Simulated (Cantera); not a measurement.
What does this Cantera script print?

```python
import numpy as np
import cantera as ct

gas_names = """
    H HNO HNO2 HNO3 HO2 H2 H2O H2O2 N NH NH2 NH3 NH2OH NO NO2 NO3 N2 N2H2 N2H4 N2O O OH O2 O3 Si SiH
    SiH2 SiH3 SiH4 SiN SiO SiO2 Si2 Si2N Si3
""".split()
cond_names = """
    H2O(s) H2O(L) Si(cr) Si(L) SiO2(Lqz) SiO2(hqz) SiO2(L) Si2N2O(s) Si3N4(a)
""".split()


# ... load() reads the species with a 1 bar reference pressure and builds the phases ...
atoms = {
    'Si': {'Si': 1},
    'H2O': {'H': 2, 'O': 1},
    'N2': {'N': 2},
}
top_T = {'Si2N2O(s)': 2100, 'Si3N4(a)': 2400}  # K; cautious upper limits of use, not melting points


# ... equilibrate(T, P, feed) seeds the gas with the atoms and calls Mixture.equilibrate('TP', solver="vcs", rtol=1e-11, max_steps=5000) ...
results = []
feed = {'Si': 1, 'H2O': 0.83, 'N2': 14}  # mol
P = 1000  # Pa
for T in [1100, 1175, 1250, 1325, 1400, 1475, 1550, 1625, 1700]:
    mix = equilibrate(T, P, feed)
    results.append((T, P, feed, dict(zip(mix.species_names, mix.species_moles))))

top = {s: max(r[3][s] / sum(r[3][g] for g in gas_names) for r in results) for s in gas_names}
cols = sorted((s for s in top if top[s] > 1e-05), key=lambda s: -top[s])[:8]
seen = [c for c in cond_names if any(r[3].get(c, 0) > 1e-12 for r in results)]
print("log10 of partial pressures in bar; condensed amounts in mol")
print(f"{'T/K':>10s}" + "".join(f"{s[:9]:>10s}" for s in cols + seen))
for T, P, feed, n in results:
    ng = sum(n[g] for g in gas_names)
    print(f"{T:10.4g}" + "".join(f"{np.log10(max(n[s] / ng * P / 1e5, 1e-99)):10.3f}" for s in cols)
          + "".join(f"{n.get(c, 0):10.4g}" for c in seen))
```

Output:

```
log10 of partial pressures in bar; condensed amounts in mol
       T/K        N2        H2       SiO         H       H2O SiO2(hqz) Si2N2O(s)
      1100    -2.026    -3.241   -11.376    -9.208    -7.543      0.22      0.39
      1175    -2.026    -3.241    -9.837    -8.532    -7.418      0.22      0.39
      1250    -2.026    -3.241    -8.486    -7.936    -7.309      0.22      0.39
      1325    -2.026    -3.241    -7.291    -7.407    -7.213    0.2199      0.39
      1400    -2.026    -3.241    -6.227    -6.933    -7.128    0.2196    0.3898
      1475    -2.026    -3.241    -5.273    -6.508    -7.053    0.2173    0.3875
      1550    -2.027    -3.243    -4.414    -6.123    -6.988    0.2013    0.3714
      1625    -2.036    -3.255    -3.634    -5.779    -6.941    0.1046    0.2747
      1700    -2.045    -3.268    -3.366    -5.465    -7.784         0      0.17
```

Cantera equilibrium calculation (NASA polynomials, part measured and part estimated; ideal gas, pure solids and liquids). N2 is the only nitrogen source here; it is nearly inert below about 1500 K, so the nitride shown seldom forms there in practice. Mutual solubility and eutectic melting of coexisting phases are not modelled. The tables hold silica as quartz up to 1696 K and as liquid above; real silica turns to tridymite and cristobalite and melts near 1996 K.
